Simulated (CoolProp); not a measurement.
Vapour-liquid equilibrium of n-octane (1) + n-dodecane (2) at 510.5 K; x and y are mole fractions of (1).

Values from CoolProp's multi-fluid Helmholtz-energy mixture model, Beckmüller 2019 and Lemmon 2004; pair parameters Bell 2016.

```json
[
 {"x": "0.05", "bubble pressure (bar)": "1.960", "y at the bubble point": "0.192", "dew pressure at overall composition x (bar)": "1.706", "liquid density (mol/L)": "3.410"},
 {"x": "0.125", "bubble pressure (bar)": "2.474", "y at the bubble point": "0.392", "dew pressure at overall composition x (bar)": "1.831", "liquid density (mol/L)": "3.474"},
 {"x": "0.2", "bubble pressure (bar)": "3.013", "y at the bubble point": "0.529", "dew pressure at overall composition x (bar)": "1.976", "liquid density (mol/L)": "3.538"},
 {"x": "0.275", "bubble pressure (bar)": "3.578", "y at the bubble point": "0.630", "dew pressure at overall composition x (bar)": "2.145", "liquid density (mol/L)": "3.604"},
 {"x": "0.35", "bubble pressure (bar)": "4.170", "y at the bubble point": "0.706", "dew pressure at overall composition x (bar)": "2.345", "liquid density (mol/L)": "3.670"},
 {"x": "0.425", "bubble pressure (bar)": "4.790", "y at the bubble point": "0.766", "dew pressure at overall composition x (bar)": "2.586", "liquid density (mol/L)": "3.737"},
 {"x": "0.5", "bubble pressure (bar)": "5.437", "y at the bubble point": "0.815", "dew pressure at overall composition x (bar)": "2.879", "liquid density (mol/L)": "3.804"},
 {"x": "0.575", "bubble pressure (bar)": "6.112", "y at the bubble point": "0.855", "dew pressure at overall composition x (bar)": "3.247", "liquid density (mol/L)": "3.871"},
 {"x": "0.65", "bubble pressure (bar)": "6.816", "y at the bubble point": "0.889", "dew pressure at overall composition x (bar)": "3.719", "liquid density (mol/L)": "___"},
 {"x": "0.725", "bubble pressure (bar)": "___", "y at the bubble point": "0.918", "dew pressure at overall composition x (bar)": "4.348", "liquid density (mol/L)": "3.999"},
 {"x": "0.8", "bubble pressure (bar)": "8.315", "y at the bubble point": "0.943", "dew pressure at overall composition x (bar)": "5.223", "liquid density (mol/L)": "4.059"},
 {"x": "0.875", "bubble pressure (bar)": "9.115", "y at the bubble point": "0.966", "dew pressure at overall composition x (bar)": "6.514", "liquid density (mol/L)": "4.112"},
 {"x": "0.95", "bubble pressure (bar)": "9.956", "y at the bubble point": "0.987", "dew pressure at overall composition x (bar)": "___", "liquid density (mol/L)": "4.157"}
]
```

Some entries are withheld; supply them.


- 0.65, liquid density (mol/L): 3.936
- 0.725, bubble pressure (bar): 7.550
- 0.95, dew pressure at overall composition x (bar): 8.543

No azeotrope shows between x = 0.05 and 0.95.

The pair parameters rest on a limited set of measurements; away from them the model extrapolates.
